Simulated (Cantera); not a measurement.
**Diamond growth**

A diamond (100) surface in a fixed gas of H2 with x(CH4) = 0.018, x(H) = 0.015, x(CH3) = 0.0016, 7.50 Torr; coverages are run to steady state.

Computed with Cantera and the Harris–Goodwin 1993 mechanism for the reconstructed diamond (100) surface.

| T (K) | growth (µm/h) | θ c6HH | θ c6H* | θ c6*H | θ c6** | θ c6HM |
|---|---|---|---|---|---|---|
| 900 | 4.47 | 0.623 | 0.00943 | 0.263 | 0.00386 | 0.0803 |
| 975 | 6.69 | 0.573 | 0.0149 | 0.328 | 0.00733 | 0.0573 |
| 1050 | 8.22 | 0.524 | 0.0217 | 0.388 | 0.0126 | 0.0370 |
| 1125 | 6.87 | 0.480 | 0.0297 | 0.444 | 0.0201 | 0.0170 |
| 1200 | 4.12 | 0.435 | 0.0381 | 0.488 | 0.0296 | 0.00502 |
| 1275 | 3.02 | 0.392 | 0.0464 | 0.517 | 0.0409 | 0.00123 |
| 1350 | 3.02 | 0.352 | 0.0545 | 0.537 | 0.0537 | 0.000295 |
θ: site fractions in the mechanism's names (c6HH fully hydrogenated, c6H* and c6*H radical sites, c6** diradical, c6HM methylated).
